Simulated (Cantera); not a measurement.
# Equilibrium for sublimation and decomposition of ceramics: Al2O3 + H2

Input: 1 mol Al2O3, 6.3 mol H2, held at 2073.15 K and 13.3 mbar.

Equilibrium computed with Cantera from the NASA thermochemical tables; the gas is ideal and each condensed phase is pure. Candidate condensed phases: Al, Al2O3, H2O; 19 gas species. The tables' values for AlOH are old estimates; treat these amounts as uncertain. Equilibrium is a limit: real reactors are often held back by kinetics, nucleation or transport.

```yaml
x(H2): 0.976
x(H): 0.0225
x(H2O): 0.000974
x(Al): 0.000474
x(Al2O): 0.000111
x(AlOH): 4.61e-5
x(AlH): 1.29e-5
x(OH): 2.56e-6
x(AlO): 2.09e-6
n(Al2O3(s)): 0.998 mol
gas_amount: 6.376 mol
log10 activity of Al(l) (absent): -3.26
```
